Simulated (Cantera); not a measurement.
Charge: 1 mol CaO, 17 mol HCl, 5.6 mol H₂.

Equilibrium computed with Cantera from the NASA thermochemical tables; the gas is ideal and each condensed phase is pure. Candidate condensed phases: Ca, CaCl₂, CaO, Ca(OH)₂, H₂O; 21 gas species. Condensed phases not in the tables: oxide chlorides. The numbers say what is thermodynamically allowed, not how fast it happens.

Stable condensed phases, one row left out:

```
T in K \ P in Pa
              1    5.2     27    140    720   3700  19000 100000
   1350       A      A      A      A      B      B      B      B
   1300       A      A      A      B      B      B      B      B
   1250       A      A      A      B      B      B      B      B
   1200       A      A      B      B      B      B      B      B
   1150       A      B      B      B      B      B      B      B
   1050       B      B      B      B      B      B      B      B
   1000       B      B      B      B      B      B      B      B
    950       B      B      B      B      B      B      B      B
    900       B      B      B      B      B      B      B      B
    850       B      B      B      B      B      B      B      B
    800       B      B      B      B      B      B      B      B
    750       B      B      B      B      B      B      B      B
```

A: gas only; B: CaCl₂.

Question: Give the row for 1100 K.

Answer: 1: gas only; 5.2: CaCl₂; 27: CaCl₂; 140: CaCl₂; 720: CaCl₂; 3700: CaCl₂; 19000: CaCl₂; 100000: CaCl₂.
